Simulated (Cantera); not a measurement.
Source: NASA polynomial tables (part measured, part estimated), evaluated in Cantera. Values are per mole of reaction as written; species without (g) are pure solids or liquids, kept so even where they would boil at 1 bar.

2 P₂(g) + 10 O(g) = P₄O₁₀(g)

```tsv
T (K)	ΔH° (kJ)	ΔS° (J/K)	ΔG° (kJ)	log10 K
1098	-5689.9	-1670.3	-3855.9	183.43
1298	-5683.9	-1665.3	-3522.3	141.74
1498	___	___	___	___
1698	-5669.2	-1655.5	-2858.2	87.92
1898	-5661.0	-1651.0	-2527.5	69.56
2098	-5652.5	-1646.7	-2197.8	54.72
2298	-5643.8	-1642.7	-1868.8	42.48
2498	___	___	___	___
```

Q: Fill in the missing entries.

A: 
- 1498, ΔH° (kJ): -5676.9
- 1498, ΔS° (J/K): -1660.3
- 1498, ΔG° (kJ): -3189.7
- 1498, log10 K: 111.22
- 2498, ΔH° (kJ): -5634.9
- 2498, ΔS° (J/K): -1639.0
- 2498, ΔG° (kJ): -1540.7
- 2498, log10 K: 32.22
